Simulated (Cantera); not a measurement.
Input: 1 mol CuF₂, 400 mol N₂, held at 1050 °C and 0.00510 bar.

Equilibrium computed with Cantera from the NASA thermochemical tables; the gas is ideal and each condensed phase is pure. Candidate condensed phases: Cu, CuF₂; 11 gas species. Kinetics and transport are ignored.

Base state: N₂ 0.997, CuF₂ 0.00224, CuF 0.000255, F 0.000255 (mole fractions); condensed: gas only.

What changes in the equilibrium state with this change: temperature from 1050 °C to 475 °C?


```
species         before    after
------------  --------  -------
N₂               0.997     1.00
CuF₂           0.00224  7.04e-8
F             0.000255    <1e-9
CuF           0.000255    <1e-9
CuF₂(s), mol         0    1.000
```

What changes in the equilibrium state with this change: temperature from 1050 °C to 577 °C?


| species | before | after |
|---|---|---|
| N₂ | 0.997 | 1.000 |
| CuF₂ | 0.00224 | 1.04e-5 |
| F | 0.000255 | 3.49e-9 |
| CuF | 0.000255 | 3.49e-9 |
| CuF₂(s), mol | 0 | 0.996 |
